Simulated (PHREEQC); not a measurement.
Dissolve 0.00066 mol H2SeO3 and 0.06 mol NaF per kg of water at 25 °C. Closed to the air; pH follows from the charge balance.

All values are PHREEQC results (ion-association model, wateq4f.dat), not measurements.

Precipitation was switched off in this run.

**Question.** Estimate the pH.

**Answer.** pH 5.11.

**Question.** In which forms is Na present?

**Answer.** Na+ 98 %, NaF 2.1 % of the Na.

Species that the database lacks are ignored.
